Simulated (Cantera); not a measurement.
Feed: 1 mol MgCl2, 1.3 mol HCl, 8.2 mol N2, equilibrated at 2198 K and 0.133 bar.

Cantera equilibrium calculation (NASA polynomials, part measured and part estimated; ideal gas, pure solids and liquids). Candidate condensed phases: Mg, MgCl2, NH4Cl; 18 gas species. Equilibrium is a limit: real reactors are often held back by kinetics, nucleation or transport.

Base state: N2 0.774, HCl 0.109, MgCl2 0.0934, Cl 0.0152, H2 0.00631, H 0.00121, MgCl 0.000580, Mg 0.000420 (mole fractions); condensed: gas only.

**Question.** What changes in the equilibrium state with this change: pressure from 0.133 bar to 0.730 Pa?

**Answer.** 
```tsv
species	before	after
N2	0.774	0.599
Cl	0.0152	0.235
H	0.00121	0.0851
HCl	0.109	0.00646
MgCl2	0.0934	1.16e-5
Mg	0.000420	0.0730
Cl2	1.43e-5	1.86e-7
MgCl	0.000580	8.51e-5
H2	0.00631	0.00171
```
